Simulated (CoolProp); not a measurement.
Saturation properties of R114.

Computed with CoolProp (reference Helmholtz-energy equation of state, Platzer 1990). This equation is an older, rougher fit; its heat capacities, sound speeds and derivatives of the liquid may be far off and weren't checked against measurements.

| T (°C) | p (MPa) | vapour Z | surface tension (mN/m) |
|---|---|---|---|
| 53.95 | 0.4962 | 0.8720 | 7.75 |
| 56.45 | 0.5295 | 0.8656 | 7.49 |
| 58.95 | 0.5644 | 0.8591 | 7.23 |
| 61.45 | 0.6011 | 0.8523 | 6.97 |
| 63.95 | 0.6394 | 0.8453 | 6.71 |
| 66.35 | 0.6779 | 0.8385 | 6.46 |
| 68.85 | 0.7198 | 0.8310 | 6.20 |
| 71.35 | 0.7637 | 0.8234 | 5.95 |
| 73.85 | 0.8094 | 0.8155 | 5.70 |
| 76.35 | 0.8572 | 0.8074 | 5.45 |
| 78.85 | 0.9070 | 0.7991 | 5.21 |
| 81.25 | 0.9569 | 0.7908 | 4.97 |

It boils at 3.6 °C under 1 atm.

Surface tension comes from a separate correlation (Mulero 2012).
